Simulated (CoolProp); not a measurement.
Fluorine along the isotherm 164 K: fugacity coefficient from the reference equation and from simpler models built on Tc = 144.4 K, pc = 5.240 MPa, ω = 0.045; each cubic takes its own stable root.

The numbers come from the reference Helmholtz-energy equation of state, de Reuck 1990 in CoolProp.

```
p (MPa)          phase  reference  Soave-Redlich-Kwong  Peng-Robinson
-------  -------------  ---------  -------------------  -------------
0.0414             gas     0.9983               0.9982         0.9979
0.0608             gas     0.9975               0.9973         0.9969
0.0892             gas     0.9963               0.9961         0.9955
0.131              gas     0.9946               0.9942         0.9934
0.192              gas     0.9920               0.9915         0.9903
0.282              gas     0.9883               0.9876         0.9858
0.414              gas     0.9828               0.9818         0.9792
0.608              gas          ?                    ?              ?
0.892              gas     0.9630               0.9610         0.9555
1.31               gas     0.9456               0.9430         0.9351
1.92               gas     0.9204               0.9170              ?
2.82               gas     0.8834                    ?         0.8640
4.14               gas     0.8298                    ?         0.8048
6.08     supercritical          ?               0.7491         0.7228
8.92     supercritical     0.6459               0.6448         0.6145
13.1     supercritical     0.5258                    ?         0.5002
```

### Question
What belongs in the gaps?

### Answer

- 0.608, reference: 0.9748
- 0.608, Soave-Redlich-Kwong: 0.9733
- 0.608, Peng-Robinson: 0.9695
- 1.92, Peng-Robinson: 0.9059
- 2.82, Soave-Redlich-Kwong: 0.8794
- 4.14, Soave-Redlich-Kwong: 0.8255
- 6.08, reference: 0.7532
- 13.1, Soave-Redlich-Kwong: 0.5321
